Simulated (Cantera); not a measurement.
A perfectly stirred reactor is fed with NH₃ : H₂ = 1 : 3.8 (molar parts), at 30.0 Torr; it is held at 1625 K, and followed from long to short residence time.

Detailed kinetics in Cantera: the gas-phase N/H chemistry of the illustrative SiF4/NH3 mechanism in the Surface Chemkin manual (1991). Walls and surfaces, which speed up NH3 decomposition in real reactors, are not modelled.

x: mole fraction; the columns are a selection and need not sum to one.

```
τ (s)   x NH₃   x H₂      x NH    x N₂H₂       x H    x NH₂      x N₂
------  -----  -----  --------  --------  --------  -------  --------
6.6     0.192  0.801   5.08e-7   1.54e-7  0.000101  5.85e-5   0.00661
1.7     0.204  0.794   5.00e-7   1.60e-7   9.62e-5  5.98e-5   0.00174
0.44    0.207  0.792   4.30e-7         ?   8.81e-5  5.58e-5  0.000378
0.11    0.208  0.792   2.02e-7         ?   6.02e-5  3.83e-5   3.80e-5
0.029   0.208  0.792   2.27e-8         ?   2.01e-5  1.28e-5   8.54e-7
0.0074  0.208  0.792   1.51e-9  3.38e-10   5.18e-6  3.30e-6   1.25e-8
0.0019  0.208  0.792  9.89e-11  2.03e-11   1.33e-6  8.48e-7  1.84e-10
```

Q: Fill in the missing entries.

A: 
- 0.44, x N₂H₂: 1.37e-7
- 0.11, x N₂H₂: 5.92e-8
- 0.029, x N₂H₂: 5.62e-9
